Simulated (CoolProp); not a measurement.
Vapour-liquid equilibrium of n-butane (1) + cyclohexane (2) at 41.25 °C; x and y are mole fractions of (1).

Model: multi-fluid Helmholtz-energy mixture model, Bücker 2006 and Zhou 2014; pair parameters Bell 2016, in CoolProp.

**Question.** Give the bubble pressure and the first vapour's composition at x = 0.15, 0.85, 0.95. Is there an azeotrope?

**Answer.** x = 0.15: 0.07008 MPa, y = 0.682; x = 0.85: 0.3342 MPa, y = 0.986; x = 0.95: 0.3720 MPa, y = 0.996. No azeotrope shows between x = 0.05 and 0.95.

The pair parameters rest on a limited set of measurements; away from them the model extrapolates.
